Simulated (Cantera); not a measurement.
A perfectly stirred reactor is fed with C₂H₆ : N₂ = 1 : 1.1 (molar parts), at 1.30 bar; it is held at 1225 K, and followed from long to short residence time.

Detailed kinetics in Cantera: GRI-Mech 3.0 (53 species, 325 reactions). GRI-Mech 3.0 stops at C3 and has no aromatics, soot or wall deposition, so with more carbon than oxygen in the feed, carbon stays in small species such as C2H2 where larger ones or solid carbon would form.

Q: Predict: x(C₂H₆) at τ = 20.0 s; x(C₂H₄) at τ = 20.0 s; x(H) at τ = 20.0 s; x(C₂H₂) at τ = 20.0 s; x(C₂H₆) at τ = 0.100 s; x(C₂H₄) at τ = 0.100 s; x(H) at τ = 0.100 s; x(C₂H₂) at τ = 0.100 s.

A: 
```
Item                      Value
----------------------  -------
x(C₂H₆) at τ = 20.0 s   0.00445
x(C₂H₄) at τ = 20.0 s     0.144
x(H) at τ = 20.0 s      3.99e-7
x(C₂H₂) at τ = 20.0 s    0.0738
x(C₂H₆) at τ = 0.100 s   0.0407
x(C₂H₄) at τ = 0.100 s    0.226
x(H) at τ = 0.100 s     2.22e-6
x(C₂H₂) at τ = 0.100 s   0.0337
```
